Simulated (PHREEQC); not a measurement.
Dissolve 2.6 mmol/kgw NH4Cl, 0.42 mmol/kgw NaBr and 0.061 mmol/kgw KCl at 40 °C. Closed to the air; pH follows from the charge balance.

The numbers come from PHREEQC with the ion-association model, wateq4f.dat.

| Item | Result |
|---|---|
| pH | 5.72 |
| ionic strength | 0.00308 mol/kgw |

```
species  molality  activity   log γ
-------  --------  --------  ------
Cl-       0.00266   0.00250  -0.027
NH4+      0.00260   0.00244  -0.027
Br-      0.000420  0.000395  -0.027
Na+      0.000420  0.000395  -0.027
K+        6.10e-5   5.73e-5  -0.027
H+        2.02e-6   1.90e-6  -0.025
NH3       2.00e-6   2.00e-6   0.000
OH-       1.60e-8   1.50e-8  -0.027
```

This is a speciation only: nothing precipitates in the calculation. Constants without temperature data keep their 25 °C values here.
